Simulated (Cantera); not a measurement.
Input (Python, Cantera) and output of one run.

```python
import numpy as np
import cantera as ct

gas_names = """
    N NO NO2 NO3 N2 N2O O O2 O3 S SN SO SO2 SO3 S2 S2O S8
""".split()
cond_names = """
    S(cr1) S(cr2) S(L)
""".split()


def load(file, names, dense=False):
    # The tables refer to 1 bar. Condensed volumes are neglected.
    table = {s.name: s for s in ct.Species.list_from_file(file)}
    out = []
    for n in names:
        d = dict(table[n].input_data)
        d["thermo"] = dict(d["thermo"], **{"reference-pressure": 1e5})
        if dense:
            d["equation-of-state"] = {"model": "constant-volume", "density": "1e6 g/cm^3"}
        out.append(ct.Species.from_dict(d))
    return out


gas = ct.Solution(thermo="ideal-gas", species=load("nasa_gas.yaml", gas_names))
cond = {s.name: ct.Solution(thermo="fixed-stoichiometry", species=[s], name=s.name)
        for s in load("nasa_condensed.yaml", cond_names, dense=True)}
atoms = {
    'S': {'S': 1},
    'O2': {'O': 2},
    'N2': {'N': 2},
}
top_T = {}  # K; cautious upper limits of use, not melting points


def equilibrate(T, P, feed):
    n = {}
    for name, mol in feed.items():
        for a, k in atoms[name].items():
            n[a] = n.get(a, 0.0) + k * mol
    gas.TPX = T, P, n
    mass = sum(n.values()) * gas.mean_molecular_weight
    gas.equilibrate("TP")
    valid = [c for c in cond.values() if c.min_temp <= T <= top_T.get(c.name, c.max_temp)]
    mix = ct.Mixture([(gas, mass / gas.mean_molecular_weight)] + [(c, 0.0) for c in valid])
    mix.T, mix.P = T, P
    mix.equilibrate("TP", solver="vcs", rtol=1e-11, max_steps=5000)
    return mix


results = []
T = 2400  # K
P = 51000  # Pa
for m in [0.19, 0.23, 0.28, 0.35, 0.43, 0.53, 0.66, 0.81, 1, 1.2, 1.5, 1.9, 2.3]:
    feed = {'S': 1, 'O2': m, 'N2': 2.6}  # mol
    mix = equilibrate(T, P, feed)
    results.append((T, P, feed, dict(zip(mix.species_names, mix.species_moles))))

top = {s: max(r[3][s] / sum(r[3][g] for g in gas_names) for r in results) for s in gas_names}
cols = sorted((s for s in top if top[s] > 1e-05), key=lambda s: -top[s])[:6]
seen = [c for c in cond_names if any(r[3].get(c, 0) > 1e-12 for r in results)]
print("log10 of partial pressures in bar; condensed amounts in mol")
print(f"{'n(O2)':>10s}" + "".join(f"{s[:9]:>10s}" for s in cols + seen))
for T, P, feed, n in results:
    ng = sum(n[g] for g in gas_names)
    print(f"{feed['O2']:10.4g}" + "".join(f"{np.log10(max(n[s] / ng * P / 1e5, 1e-99)):10.3f}" for s in cols)
          + "".join(f"{n.get(c, 0):10.4g}" for c in seen))
```

It prints:

```
log10 of partial pressures in bar; condensed amounts in mol
     n(O2)        N2       SO2        O2        S2        SO        NO
      0.19    -0.389    -1.730    -5.161    -1.265    -1.666    -4.102
      0.23    -0.392    -1.628    -5.043    -1.298    -1.624    -4.045
      0.28    -0.396    -1.526    -4.919    -1.342    -1.583    -3.985
      0.35    -0.401    -1.413    -4.772    -1.407    -1.543    -3.914
      0.43    -0.407    -1.310    -4.627    -1.491    -1.513    -3.844
      0.53    -0.413    -1.207    -4.462    -1.616    -1.492    -3.765
      0.66    -0.421    -1.099    -4.246    -1.832    -1.492    -3.661
      0.81    -0.429    -0.994    -3.925    -2.265    -1.548    -3.504
         1    -0.438    -0.877    -2.538    -4.804    -2.124    -2.815
       1.2    -0.462    -0.882    -1.600    -6.691    -2.599    -2.358
       1.5    -0.496    -0.912    -1.233    -7.485    -2.812    -2.192
       1.9    -0.538    -0.952    -1.014    -8.002    -2.961    -2.103
       2.3    -0.576    -0.988    -0.889    -8.326    -3.061    -2.060
```

Equilibrium computed with Cantera from the NASA thermochemical tables; the gas is ideal and each condensed phase is pure.
